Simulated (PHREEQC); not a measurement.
A solution holds 0.01 mol/kgw CuSO4, 0.021 mol/kgw HCl and 0.00062 mol/kgw FeCl3, at 68 °C. Closed to the air; pH follows from the charge balance.

Equilibrium calculation in PHREEQC: ion-association model, phreeqc.dat.

This is a speciation only: nothing precipitates in the calculation.

Question: Predict the pH, ionic strength.

Answer: pH 1.88; ionic strength 0.0432 mol/kgw.

Question: In which forms is Cl present?

Answer: Cl- 94 %, CuCl+ 5.7 % of the Cl.

Examples of supersaturated solids here: Hematite (slow to form), Goethite (slow to form). Others may be too. Species that the database lacks are ignored. Constants without temperature data keep their 25 °C values here.
